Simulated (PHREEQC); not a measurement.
Dissolve 0.23 mol HF, 0.0001 mol H2SiF6 and 0.00017 mol H3BO3 per kg of water at 5 °C. Closed to the air; pH follows from the charge balance.

Equilibrium calculation in PHREEQC: ion-association model, phreeqc.dat.

Problem. The ionic strength comes out as 0.0203 mol/kgw. What activity coefficients do BF4-, SiF6-2, F-, H+, HF2- get?

Solution. BF4- 0.87, SiF6-2 0.59, F- 0.87, H+ 0.89, HF2- 0.87.

This is a speciation only: nothing precipitates in the calculation. Complexes and solids missing from the database can't appear. Constants without temperature data keep their 25 °C values here. SiF6-2 is the database's only silicon fluoride. Real BF4- forms and hydrolyses slowly; the run takes it at equilibrium.
